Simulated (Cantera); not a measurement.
**Diamond growth**

A diamond (100) surface in a fixed gas of H2 with x(CH4) = 0.012, x(H) = 0.0058, x(CH3) = 4.1e-05, at 1423 K; coverages are run to steady state.

Model: the Harris–Goodwin 1993 mechanism for the reconstructed diamond (100) surface, integrated in Cantera.

```csv
P (Pa),growth (µm/h),θ c6HH,θ c6H*,θ c6*H,θ c6**
1500,0.0697,0.331,0.0616,0.546,0.0620
2200,0.126,0.331,0.0616,0.546,0.0619
3400,0.236,0.331,0.0616,0.545,0.0619
5100,0.411,0.331,0.0616,0.545,0.0619
7800,0.718,0.331,0.0616,0.545,0.0619
12000,1.25,0.331,0.0617,0.545,0.0619
18000,2.09,0.331,0.0617,0.545,0.0619
27000,3.53,0.331,0.0618,0.545,0.0619
```
θ: site fractions in the mechanism's names (c6HH fully hydrogenated, c6H* and c6*H radical sites, c6** diradical, c6HM methylated).
